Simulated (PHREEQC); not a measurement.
# Acid rinse or clean: an equilibrium model

Solution (35 °C): 0.18 mol HBr, 8e-05 mol CaCl2 and 0.00038 mol MnSO4 per kg of water. Closed to the air; pH follows from the charge balance.

All values are PHREEQC results (ion-association model, phreeqc.dat), not measurements.

```yaml
pH: 0.84
ionic_strength: 0.181 mol/kgw
activity_of_water: 0.994
specific_conductance: 75000 µS/cm
density: 1.004 g/cm³
total_alkalinity: -180 meq/kg
```

```
species  molality  activity   log γ
-------  --------  --------  ------
Br-         0.180     0.126  -0.155
H+          0.180     0.143  -0.098
Mn+2     0.000380  0.000126  -0.480
HSO4-    0.000332  0.000248  -0.127
Cl-      0.000160  0.000115  -0.143
Ca+2      7.98e-5   2.59e-5  -0.489
SO4-2     4.76e-5   1.42e-5  -0.526
MnSO4     3.65e-7   3.81e-7   0.018
CaHSO4+   1.03e-7   7.71e-8  -0.127
MnCl+     7.95e-8   5.89e-8  -0.130
CaSO4     6.72e-8   7.01e-8   0.018
```

Precipitation was switched off in this run.
